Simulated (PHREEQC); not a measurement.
A made-up water analysis in mg/L, 39 °C, pH 2.35, pe 9.4: Na 1390; K 116; Ca 151; Mg 123; Cl 614; S(6) as SO4 3430; Si as SiO2 28.5.

Cl is adjusted to close the charge balance.
Valence states are taken as typed.

Computed with PHREEQC (ion-association model, phreeqc.dat).

```yaml
ionic_strength: 0.104 mol/kgw
specific_conductance: 11700 µS/cm
density: 0.998 g/cm³
total_alkalinity: -11.8 meq/kg
```

| species | molality | activity | log γ |
|---|---|---|---|
| Na+ | 0.0582 | 0.0453 | -0.109 |
| SO4-2 | 0.0227 | 0.00818 | -0.444 |
| Cl- | 0.0216 | 0.0164 | -0.120 |
| HSO4- | 0.00633 | 0.00490 | -0.111 |
| H+ | 0.00545 | 0.00447 | -0.086 |
| K+ | 0.00279 | 0.00211 | -0.121 |
| MgSO4 | 0.00260 | 0.00266 | 0.010 |
| NaSO4- | 0.00259 | 0.00202 | -0.107 |
| Mg+2 | 0.00249 | 0.000982 | -0.404 |

Precipitation was switched off in this run. The solution is supersaturated, for example in Quartz (slow to form), Chalcedony (slow to form), so a real one may precipitate; this is no full list. Away from 25 °C the constants follow the database's enthalpies or fits; those with neither stay at their 25 °C values.
